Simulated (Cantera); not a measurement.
Input: 1 mol PH3, 1.4 mol H2, at 2125 °C and 1.33 mbar.

Method: chemical equilibrium by Gibbs-energy minimisation in Cantera with the NASA 1993 tables (ideal gas, pure condensed phases). Rates play no part.

| species | before | after |
|---|---|---|
| H2 | 0.540 | 0.837 |
| P2 | 0.0988 | 0.145 |
| H | 0.317 | 0.0164 |
| P | 0.0429 | 0.00159 |
| PH | 0.000714 | 0.000108 |
Gas species are given as mole fractions.

Name the change that produced these shifts.
A) temperature from 2125 °C to 1602 °C
B) temperature from 2125 °C to 902 °C
C) temperature from 2125 °C to 600 °C
D) temperature from 2125 °C to 3275 °C

A, temperature from 2125 °C to 1602 °C
